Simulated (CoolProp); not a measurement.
The fluid at 298.15 K and 0.681 MPa flows at 2.3 m/s in a round tube of 2 mm bore and 1.5 µm roughness, fully developed (64/Re and Nu = 3.66 if laminar; Colebrook and Gnielinski if turbulent). The same conditions are run with several fluids, on thermodynamics alone (safety and materials aside).

Model: reference Helmholtz-energy equation of state of each fluid (propane: Lemmon 2009; C2F6 (R116): Lemmon 2006; R507A: Lemmon 2003; R125: Lemmon 2005; CH2F2 (R32): Tillner-Roth 1997), in CoolProp. Blends and air are pseudo-pure fits.

Question: Rank propane, C2F6 (R116), R507A, R125, CH2F2 (R32) by Reynolds number, highest first.

Answer: C2F6 (R116) (13300), R125 (13100), R507A (11500), propane (7740), CH2F2 (R32) (5380)

```json
[
 {"fluid": "propane", "Darcy friction factor": "0.0341", "pressure drop (Pa/m)": "621", "heat-transfer coefficient (W/(m² K))": "244", "mass flow (kg/h)": "0.358"},
 {"fluid": "C2F6 (R116)", "Darcy friction factor": "0.0300", "pressure drop (Pa/m)": "1620", "heat-transfer coefficient (W/(m² K))": "303", "mass flow (kg/h)": "1.07"},
 {"fluid": "R507A", "Darcy friction factor": "0.0310", "pressure drop (Pa/m)": "1270", "heat-transfer coefficient (W/(m² K))": "267", "mass flow (kg/h)": "0.803"},
 {"fluid": "R125", "Darcy friction factor": "0.0301", "pressure drop (Pa/m)": "1480", "heat-transfer coefficient (W/(m² K))": "290", "mass flow (kg/h)": "0.965"},
 {"fluid": "CH2F2 (R32)", "Darcy friction factor": "0.0375", "pressure drop (Pa/m)": "777", "heat-transfer coefficient (W/(m² K))": "143", "mass flow (kg/h)": "0.408"}
]
```

Transport values come from each fluid's own correlations; those of C2F6 (R116), CH2F2 (R32) are estimates that may be off by 10 % or more.
